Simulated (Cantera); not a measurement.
Cantera run, input and output.

```python
import numpy as np
import cantera as ct

gas = ct.Solution("gri30.yaml")
gas.TPX = 1325, 11000, {'N2O': 1, 'O2': 0.59}
reactor = ct.IdealGasConstPressureReactor(gas, energy="off", clone=False)
net = ct.ReactorNet([reactor])
net.rtol, net.atol = 1e-08, 1e-18
show = ['N2O', 'O2', 'NO', 'N2', 'O', 'NO2']
times = np.geomspace(0.0006, 10, 9)

steps = ct.SolutionArray(gas, extra=["t"])
rows = []
print(f"{'t/s':>10s}{'T/K':>9s}{'P/Pa':>11s}" + "".join(f"{s:>11s}" for s in show))
for t in times:
    while net.time < t:
        t_next = net.step()
        steps.append(gas.state, t=t_next)
    rows.append([np.interp(t, steps.t, y) for y in (steps.T, steps.P, *steps(*show).X.T)])
    print(f"{t:10.3e}{rows[-1][0]:9.1f}{rows[-1][1]:11.4g}" + "".join(f"{x:11.3e}" for x in rows[-1][2:]))
rate = np.gradient(steps.T, steps.t)
print("integrator steps:", len(steps.t))
if steps.T.max() > steps.T[0] + 200:
    print(f"time of steepest temperature rise: {steps.t[rate.argmax()]:.4e} s")
gas.TPX = 1325, 11000, {'N2O': 1, 'O2': 0.59}
gas.equilibrate("TP")
print(f"equilibrium (TP): T = {gas.T:.1f} K  " + "  ".join(f"{s} {gas[s].X[0]:.3e}" for s in show))
```

Result:

```
       t/s      T/K       P/Pa        N2O         O2         NO         N2          O        NO2
 6.000e-04   1325.0    1.1e+04  6.287e-01  3.711e-01  3.141e-05  1.907e-04  1.047e-05  4.504e-10
 2.022e-03   1325.0    1.1e+04  6.280e-01  3.712e-01  1.138e-04  6.632e-04  1.048e-05  5.779e-09
 6.817e-03   1325.0    1.1e+04  6.257e-01  3.716e-01  3.905e-04  2.251e-03  1.047e-05  6.379e-08
 2.298e-02   1325.0    1.1e+04  6.181e-01  3.730e-01  1.314e-03  7.551e-03  1.047e-05  5.850e-07
 7.746e-02   1325.0    1.1e+04  5.934e-01  3.774e-01  4.322e-03  2.484e-02  1.046e-05  3.703e-06
 2.611e-01   1325.0    1.1e+04  5.187e-01  3.907e-01  1.340e-02  7.713e-02  1.040e-05  1.467e-05
 8.801e-01   1325.0    1.1e+04  3.385e-01  4.229e-01  3.516e-02  2.034e-01  1.016e-05  4.179e-05
 2.967e+00   1325.0    1.1e+04  9.646e-02  4.667e-01  6.335e-02  3.734e-01  8.756e-06  8.074e-05
 1.000e+01   1325.0    1.1e+04  4.622e-03  4.846e-01  7.143e-02  4.392e-01  2.076e-06  1.578e-04
integrator steps: 763
equilibrium (TP): T = 1325.0 K  N2O 9.699e-09  O2 5.212e-01  NO 5.729e-04  N2 4.782e-01  O 6.035e-07  NO2 2.928e-06
```

Model: GRI-Mech 3.0 (53 species, 325 reactions), integrated in Cantera. GRI-Mech 3.0 was tuned for natural gas; its chemistry of N2O as a main component is partial and can be far from experiment. The mechanism lacks the step 2 NO + O2 → 2 NO2, which can matter for NO2 below about 1400 K. The temperature is held fixed by assumption; the heat of reaction is taken as removed at once.
